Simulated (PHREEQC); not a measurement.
0.1 mol of Fluorite (CaF2) is brought to equilibrium with 1 kg of water holding 30 mmol/kgw NaCl, at 20 °C, the pH being set by adding NaOH or HCl. Oxygen is held at 0.21 atm. No CO2 enters from the air. The run lets Fluorite precipitate or redissolve, and no other solid.

Equilibrium calculation in PHREEQC: ion-association model, phreeqc.dat.

```tsv
pH	dissolved Ca (mol/kgw)	dissolved F (mol/kgw)	HF (mol/kgw)
4	0.000263	0.000527	5.36e-5
4.58	0.000250	0.000500	1.45e-5
5.17	0.000246	0.000492	3.75e-6
5.75	0.000245	0.000490	9.88e-7
6.33	0.000245	0.000490	2.60e-7
6.92	0.000245	0.000490	6.68e-8
7.5	0.000245	0.000490	1.76e-8
8.08	0.000245	0.000490	4.62e-9
8.67	0.000245	0.000490	1.19e-9
9.25	0.000245	0.000490	3.13e-10
9.83	0.000245	0.000490	8.23e-11
10.42	0.000245	0.000491	2.12e-11
11	0.000247	0.000493	5.59e-12
```
